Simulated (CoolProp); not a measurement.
The fluid at 378.28 K and 0.232 MPa expands adiabatically to 0.0182 MPa with isentropic efficiency 0.85. The same conditions are run with several fluids, on thermodynamics alone (safety and materials aside).

Computed with CoolProp (reference Helmholtz-energy equation of state of each fluid (the fluoroketone C6F12O (FK-5-1-12): McLinden 2015; R22: Kamei 1995; R21: Platzer 1990; R1336mzz(Z): McLinden 2020; CH3F (R41): Lemmon 2006)). The equations of Platzer and Polt are older, rougher fits.

Task: Rank the fluoroketone C6F12O (FK-5-1-12), R22, R21, R1336mzz(Z), CH3F (R41) by work (kJ/kg), highest first.

Result: CH3F (R41) (153), R22 (65.6), R21 (55.3), R1336mzz(Z) (37.7), the fluoroketone C6F12O (FK-5-1-12) (20.0)

```
fluid                                final temperature (K)  final density (kg/m³)
-----------------------------------  ---------------------  ---------------------
the fluoroketone C6F12O (FK-5-1-12)                  353.5                   1.97
R22                                                  280.2                  0.678
R21                                                  285.6                  0.794
R1336mzz(Z)                                          334.8                   1.08
CH3F (R41)                                           240.5                  0.311
```
